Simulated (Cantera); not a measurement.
Input: 1 mol SiH2Cl2, 2.7 mol HCl, 13 mol H2, equilibrated at 1227 °C and 2900 Pa.

Method: chemical equilibrium by Gibbs-energy minimisation in Cantera with the NASA 1993 tables (ideal gas, pure condensed phases). Candidate condensed phases: Si; 19 gas species. The tables' values for SiCl3 are old estimates; treat these amounts as uncertain. Rates play no part.

Base state: H2 0.796, HCl 0.147, SiCl2 0.0517, SiCl3 0.00362, SiCl4 0.000806, SiHCl3 0.000451, H 9.22e-5, SiH2Cl2 4.01e-5 (mole fractions); condensed: gas only.

Question: What changes in the equilibrium state with this change: 0.026 mol H2O added?

Answer: 
```json
[
 {"species": "H2", "before": "0.796", "after": "0.794"},
 {"species": "HCl", "before": "0.147", "after": "0.150"},
 {"species": "SiCl2", "before": "0.0517", "after": "0.0502"},
 {"species": "SiO", "before": "0", "after": "0.00147"},
 {"species": "SiH2Cl2", "before": "4.01e-5", "after": "3.88e-5"},
 {"species": "Cl", "before": "1.38e-5", "after": "1.40e-5"}
]
```
Further candidate phases: H2O, SiO2.

Question: What changes in the equilibrium state with this change: temperature from 1227 °C to 925 °C?

Answer: 
```
species    before    after
-------  --------  -------
H2          0.796    0.855
HCl         0.147   0.0866
SiCl4    0.000806   0.0287
SiCl2      0.0517   0.0151
Cl        1.38e-5  9.07e-8
H         9.22e-5  1.03e-6
SiHCl3   0.000451  0.00763
```

Question: What changes in the equilibrium state with this change: H2 from 13 to 7 mol?

Answer: 
| species | before | after |
|---|---|---|
| H2 | 0.796 | 0.696 |
| HCl | 0.147 | 0.218 |
| SiCl2 | 0.0517 | 0.0741 |
| SiCl4 | 0.000806 | 0.00288 |
| SiCl3 | 0.00362 | 0.00820 |
